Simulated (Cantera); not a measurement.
A closed system holds: 1 mol SiCl₄, 2.2 mol NH₃, equilibrated at 1075 K and 133 Pa.

Cantera equilibrium calculation (NASA polynomials, part measured and part estimated; ideal gas, pure solids and liquids). Candidate condensed phases: NH₄Cl, Si, Si₃N₄; 28 gas species. The tables' values for SiCl₃ are old estimates; treat these amounts as uncertain. The numbers say what is thermodynamically allowed, not how fast it happens.

Base state: HCl 0.491, H₂ 0.340, N₂ 0.114, SiCl₄ 0.0536, SiCl₃ 0.000924, SiHCl₃ 0.000462, SiCl₂ 0.000252 (mole fractions); condensed: Si₃N₄(s).

What changes in the equilibrium state with this change: temperature from 1075 K to 1723 K?


```
species          before     after
-------------  --------  --------
H₂                0.340     0.359
HCl               0.491     0.308
N₂                0.114     0.172
SiCl₂          0.000252     0.153
SiCl₄            0.0536   5.26e-5
SiCl              <1e-9  0.000324
Si                <1e-9  0.000124
Si₃N₄(s), mol     0.230         0
```
The tables' values for SiCl₃, SiCl are old estimates; treat these amounts as uncertain.
